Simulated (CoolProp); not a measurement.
Vapour-liquid equilibrium of cyclohexane (1) + o-xylene (2) at 0.0128 MPa; x and y are mole fractions of (1).

Model: multi-fluid Helmholtz-energy mixture model, Zhou 2014 and Zhou 2012; pair parameters Bell 2016, in CoolProp.

```tsv
x	bubble temperature (°C)	y at the bubble point	dew temperature at overall composition x (°C)	liquid density (mol/L)
0.05	69.0	0.397	79.0	7.931
0.125	57.6	0.662	77.2	8.081
0.2	50.0	0.781	75.1	8.203
0.275	44.7	0.845	72.9	8.308
0.35	___	0.884	70.6	8.405
0.425	___	0.910	68.0	8.496
0.5	___	0.928	65.1	8.585
0.575	33.3	0.943	61.9	8.672
0.65	31.5	0.954	58.2	8.760
0.725	29.9	0.965	53.9	8.849
0.8	___	0.974	48.6	8.940
0.875	___	0.984	41.7	9.034
0.95	___	0.993	32.2	9.132
```

Task: What belongs in the gaps?

Result: 
- 0.35, bubble temperature (°C): 40.8
- 0.425, bubble temperature (°C): 37.7
- 0.5, bubble temperature (°C): 35.3
- 0.8, bubble temperature (°C): 28.4
- 0.875, bubble temperature (°C): 27.0
- 0.95, bubble temperature (°C): 25.6

No azeotrope shows between x = 0.05 and 0.95.

Pair parameters are fitted to limited data, so mixtures are less certain than the pure fluids.
